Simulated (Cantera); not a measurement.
# Iron carbonyl, mercury and lead vapours: Pb + H₂ + N₂

Feed: 1 mol Pb, 0.079 mol H₂, 0.46 mol N₂, held at 250 °C and 128 Torr.

Method: chemical equilibrium by Gibbs-energy minimisation in Cantera with the NASA 1993 tables (ideal gas, pure condensed phases). Candidate condensed phases: Pb; 11 gas species. Equilibrium is a limit: real reactors are often held back by kinetics, nucleation or transport.

```
Quantity        Result
----------  ----------
x(N₂)            0.854
x(H₂)            0.144
x(NH₃)         0.00161
n(Pb(s))      1.00 mol
gas amount  0.5381 mol
```
